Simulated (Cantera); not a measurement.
Input (Python, Cantera) and output of one run.

```python
import numpy as np
import cantera as ct

gas_names = """
    Cs CsO CsOH Cs2 Cs2O Cs2O2H2 H HO2 H2 H2O H2O2 O OH O2 O3
""".split()
cond_names = """
    Cs(cr) Cs(L) CsOH(a) CsOH(b) CsOH(c) CsOH(L) H2O(s) H2O(L)
""".split()


# ... load() reads the species with a 1 bar reference pressure and builds the phases ...
atoms = {
    'CsOH': {'Cs': 1, 'O': 1, 'H': 1},
    'H2O': {'H': 2, 'O': 1},
}
top_T = {}  # K; cautious upper limits of use, not melting points


# ... equilibrate(T, P, feed) seeds the gas with the atoms and calls Mixture.equilibrate('TP', solver="vcs", rtol=1e-11, max_steps=5000) ...
results = []
T = 1523  # K
P = 10000  # Pa
for m in [0.86, 1.2, 1.7, 2.3, 3.2, 4.5, 6.3, 8.7]:
    feed = {'CsOH': 1, 'H2O': m}  # mol
    mix = equilibrate(T, P, feed)
    results.append((T, P, feed, dict(zip(mix.species_names, mix.species_moles))))

top = {s: max(r[3][s] / sum(r[3][g] for g in gas_names) for r in results) for s in gas_names}
cols = sorted((s for s in top if top[s] > 0.001), key=lambda s: -top[s])[:5]
seen = [c for c in cond_names if any(r[3].get(c, 0) > 1e-12 for r in results)]
print("log10 of partial pressures in bar; condensed amounts in mol")
print(f"{'n(H2O)':>10s}" + "".join(f"{s[:9]:>10s}" for s in cols + seen))
for T, P, feed, n in results:
    ng = sum(n[g] for g in gas_names)
    print(f"{feed['H2O']:10.4g}" + "".join(f"{np.log10(max(n[s] / ng * P / 1e5, 1e-99)):10.3f}" for s in cols)
          + "".join(f"{n.get(c, 0):10.4g}" for c in seen))
```

Result:

```
log10 of partial pressures in bar; condensed amounts in mol
    n(H2O)       H2O      CsOH        Cs
      0.86    -1.335    -1.272    -3.686
       1.2    -1.263    -1.345    -3.779
       1.7    -1.201    -1.434    -3.883
       2.3    -1.157    -1.521    -3.980
       3.2    -1.118    -1.625    -4.093
       4.5    -1.087    -1.742    -4.215
       6.3    -1.064    -1.865    -4.342
       8.7    -1.048    -1.988    -4.468
```

Equilibrium computed with Cantera from the NASA thermochemical tables; the gas is ideal and each condensed phase is pure.
